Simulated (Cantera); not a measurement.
Feed: 1 mol BN, 0.32 mol H2, equilibrated at 0.100 bar.

Points: T (K) = 1948, 2023, 2098, 2173, 2248, 2323, 2398, 2473, 2548, 2623, 2698.

Cantera's Mixture.equilibrate('TP', solver="vcs", rtol=1e-11, max_steps=5000) on the NASA tables stopped like this:

```
ERROR: FAILURE its = 5001!

*******************************************************************************
CanteraError thrown by MultiPhase::equilibrate:
VCS solver failed. Return code: -1
*******************************************************************************
```

### Question
What got this run through?

### Answer
Several could match; the one computed here: The failure is numerical, not chemical. The same input converged with solver="gibbs", rtol=1e-10, max_steps=50000, and the result passed a check of the equilibrium conditions:
```
log10 of partial pressures in bar; condensed amounts in mol
       T/K        H2        N2         H         B       BH2      B(b)      B(L)     BN(s)
      1948    -1.002    -4.275    -3.448    -7.261    -4.465 0.0002268         0    0.9997
      2023    -1.004    -3.782    -3.223    -6.711    -4.277 0.0008877         0    0.9989
      2098    -1.007    -3.324    -3.015    -6.200    -4.104  0.002803         0    0.9969
      2173    -1.013    -2.898    -2.823    -5.726    -3.946  0.007882         0    0.9917
      2248    -1.025    -2.500    -2.646    -5.283    -3.806   0.02058         0    0.9789
      2323    -1.050    -2.129    -2.488    -4.870    -3.690   0.05157         0    0.9476
      2398    -1.114    -1.736    -2.359    -4.506    -3.643         0    0.1471    0.8518
      2473    -1.307    -1.342    -2.305    -4.176    -3.745         0    0.5592    0.4392
      2548    -1.458    -1.228    -2.239    -3.866    -3.811         0    0.9973         0
      2623    -1.477    -1.233    -2.114    -3.574    -3.749         0    0.9959         0
      2698    -1.500    -1.240    -1.999    -3.299    -3.697         0    0.9933         0
```

The gas is ideal and each condensed phase is pure. Mutual solubility and eutectic melting of coexisting phases are not modelled. The tables' values for BH2 are old estimates; treat these amounts as uncertain. Gases not in the tables: B2H6 and higher boranes.
